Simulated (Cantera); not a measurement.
Charge: 1 mol FeS, 0.2 mol SO₂, 5.2 mol CO₂, at 1423 K and 6830 Torr.

Equilibrium computed with Cantera from the NASA thermochemical tables; the gas is ideal and each condensed phase is pure. Candidate condensed phases: C, Fe, Fe(CO)₅, FeO, FeS, FeSO₄, FeS₂, Fe₂O₃, Fe₂(SO₄)₃, Fe₃O₄, S; 25 gas species. Metal and sulfide melt together well below either melting point, which pure phases cannot show. Mutual solubility and eutectic melting of coexisting phases are not modelled. The tables' stoichiometric FeO is somewhat more stable than real wüstite, so its field is too wide. FeO, FeS: taken at fixed stoichiometry. Kinetics and transport are ignored.

Base state: CO₂ 0.893, CO 0.0503, SO₂ 0.0486, S₂ 0.00596, COS 0.00207, S₂O 0.000417, SO 0.000179 (mole fractions); condensed: FeO(s) + FeS(s).

Question: What changes in the equilibrium state with this change: temperature from 1423 K to 1050 K?

Answer: 
```json
[
 {"species": "CO₂", "before": "0.893", "after": "0.959"},
 {"species": "SO₂", "before": "0.0486", "after": "0.0363"},
 {"species": "CO", "before": "0.0503", "after": "0.00210"},
 {"species": "SO", "before": "0.000179", "after": "2.80e-6"},
 {"species": "S₂", "before": "0.00596", "after": "0.00139"},
 {"species": "COS", "before": "0.00207", "after": "0.000605"},
 {"species": "S₂O", "before": "0.000417", "after": "0.000136"},
 {"species": "FeO(s), mol", "before": "0.150", "after": "0"},
 {"species": "FeS(s), mol", "before": "0.850", "after": "0.984"},
 {"species": "Fe₃O₄(s), mol", "before": "0", "after": "0.00535"}
]
```
FeS: taken at fixed stoichiometry. Gases not in the tables: S₃ to S₇.
